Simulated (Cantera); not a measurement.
A closed system holds: 1 mol Zr, 0.13 mol O₂, 1.2 mol N₂, at 2100 °C and 0.140 Pa.

Method: chemical equilibrium by Gibbs-energy minimisation in Cantera with the NASA 1993 tables (ideal gas, pure condensed phases). Candidate condensed phases: Zr, ZrN, ZrO₂; 13 gas species. ZrN: taken at fixed stoichiometry. Equilibrium is a limit: real reactors are often held back by kinetics, nucleation or transport.

Base state: N₂ 0.575, Zr 0.290, ZrO 0.135, N 5.43e-5 (mole fractions); condensed: ZrN(s).

Question: What changes in the equilibrium state with this change: temperature from 2100 °C to 1402 °C?

Answer: 
```json
[
 {"species": "N₂", "before": "0.575", "after": "1.00"},
 {"species": "ZrO", "before": "0.135", "after": "4.24e-7"},
 {"species": "N", "before": "5.43e-5", "after": "2.83e-9"},
 {"species": "Zr", "before": "0.290", "after": "<1e-9"},
 {"species": "ZrN(s), mol", "before": "0.180", "after": "0.870"},
 {"species": "ZrO₂(tetragonal), mol", "before": "0", "after": "0.130"}
]
```
Mutual solubility and eutectic melting of coexisting phases are not modelled. Condensed phases not in the tables: solid solutions among these carbides, nitrides and lower oxides.
